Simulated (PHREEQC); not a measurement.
A made-up water analysis in mg/kgw, 25 °C, pH 6.07, pe 0.1: Na 1970; K 239; Ca 331; Mg 193; Cl 3780; S(6) as SO4 848; Alkalinity as HCO3 138; Br 80.1; Zn 26.5; Li 0.177.

Valence states are taken as typed.

All values are PHREEQC results (ion-association model, phreeqc.dat), not measurements.

Precipitation was switched off in this run.

### Question
Order these Mg species by the share of Mg that they hold, largest first: MgHCO3+, MgSO4, Mg+2.

### Answer
Mg+2 (85 %), MgSO4 (14 %), MgHCO3+ (0.78 %)

### Question
Order these Zn species by the share of Zn that they hold, largest first: Zn(SO4)2-2, Zn+2, ZnHCO3+, ZnCl+, ZnSO4.

### Answer
Zn+2 (74 %), ZnSO4 (11 %), ZnCl+ (7.1 %), ZnHCO3+ (6.4 %), Zn(SO4)2-2 (0.53 %)

The pH is 6.07 and the ionic strength 0.141 mol/kgw.
